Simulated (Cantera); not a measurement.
## Stirred combustor or abatement burner

A perfectly stirred reactor is fed with CH4 : H2 : O2 : N2 : H2O = 1 : 0.3 : 2.5 : 20.2 : 0.66 (molar parts), equivalence ratio 0.86, at 101000 Pa; it is adiabatic with a 425 K inlet, and is followed from long to short residence time, starting on the burning branch (τ in s: 0.45, 0.16, 0.056, 0.02, 0.007, 0.0024, 0.00086, 0.0003, 0.00011, 3.7e-05).

Model: GRI-Mech 3.0 (53 species, 325 reactions), integrated in Cantera.

```csv
τ (s),T (K),x CH4,x H2,x O2,x H2O2,x CO2,x NO
0.45,1467,1.04e-5,0.000119,0.0144,9.69e-8,0.0406,2.86e-6
0.16,1464,2.02e-5,0.000232,0.0145,1.58e-7,0.0404,3.12e-6
0.056,1458,4.01e-5,0.000449,0.0148,2.51e-7,0.0399,3.72e-6
0.020,1447,8.12e-5,0.000828,0.0154,3.84e-7,0.0391,4.59e-6
0.0070,1424,0.000180,0.00148,0.0167,5.77e-7,0.0374,4.96e-6
0.0024,1371,0.000584,0.00270,0.0204,8.01e-7,0.0324,2.98e-6
0.00086,425,0.0406,0.0122,0.101,<1e-12,<1e-12,<1e-12
0.00030,425,0.0406,0.0122,0.101,<1e-12,<1e-12,<1e-12
0.00011,425,0.0406,0.0122,0.101,<1e-12,<1e-12,<1e-12
3.7e-5,425,0.0406,0.0122,0.101,<1e-12,<1e-12,<1e-12
```
x: mole fraction; the columns are a selection and need not sum to one.
